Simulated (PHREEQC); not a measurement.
Consider water at 80 °C with 2e-07 mol H4SiO4 and 0.046 mol CuSO4 per kg of water. Closed to the air; pH follows from the charge balance.

Model: ion-association model, phreeqc.dat, run in PHREEQC.

No solid was allowed to form.

Q: Predict the pH.

A: pH 4.14.

Q: In which forms is Cu present?

A: Cu+2 54 %, CuSO4 45 %, Cu2(OH)2+2 0.9 % of the Cu.

Species that the database lacks are ignored. At this temperature some constants are extrapolated from 25 °C, and those without enthalpy data are left unchanged.
